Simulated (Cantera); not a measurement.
**Catalytic stagnation flow on Pt**

A jet of H₂ : O₂ : N₂ = 0.014 : 0.11 : 0.79 (molar parts), equivalence ratio 0.064 at 300 K and 3000 Pa hits a platinum plate 3.7 cm away at a mass flux of 0.039 kg/m²/s; the plate temperature is set and raised in steps from an oxygen-covered start.

Cantera simulation using Deutschmann's 1995 Pt surface mechanism with GRI-Mech 3.0 gas chemistry; the numbers are that mechanism's predictions, not measurements. Catalytic surfaces can have several steady states; this one follows from the mechanism file's or the stated starting coverage.

```json
[
 {"plate T (K)": "500", "wall x H₂": "0.00360", "wall x O₂": "0.108", "wall x H₂O": "0.0230", "wall x OH": "<1e-8", "θ free Pt": "0.0489", "θ O*": "0.944", "θ OH*": "0.00741"},
 {"plate T (K)": "550", "wall x H₂": "0.00359", "wall x O₂": "0.108", "wall x H₂O": "0.0228", "wall x OH": "<1e-8", "θ free Pt": "0.0518", "θ O*": "0.944", "θ OH*": "0.00423"},
 {"plate T (K)": "600", "wall x H₂": "0.00358", "wall x O₂": "0.108", "wall x H₂O": "0.0227", "wall x OH": "<1e-8", "θ free Pt": "0.0546", "θ O*": "0.943", "θ OH*": "0.00264"},
 {"plate T (K)": "650", "wall x H₂": "0.00353", "wall x O₂": "0.108", "wall x H₂O": "0.0226", "wall x OH": "<1e-8", "θ free Pt": "0.0582", "θ O*": "0.940", "θ OH*": "0.00177"},
 {"plate T (K)": "700", "wall x H₂": "0.00326", "wall x O₂": "0.108", "wall x H₂O": "0.0230", "wall x OH": "<1e-8", "θ free Pt": "0.0673", "θ O*": "0.931", "θ OH*": "0.00132"},
 {"plate T (K)": "750", "wall x H₂": "0.00261", "wall x O₂": "0.107", "wall x H₂O": "0.0241", "wall x OH": "<1e-8", "θ free Pt": "0.0920", "θ O*": "0.907", "θ OH*": "0.00113"},
 {"plate T (K)": "800", "wall x H₂": "0.00193", "wall x O₂": "0.106", "wall x H₂O": "0.0252", "wall x OH": "<1e-8", "θ free Pt": "0.136", "θ O*": "0.863", "θ OH*": "0.00102"}
]
```
x: mole fraction at the wall; θ: surface coverage.
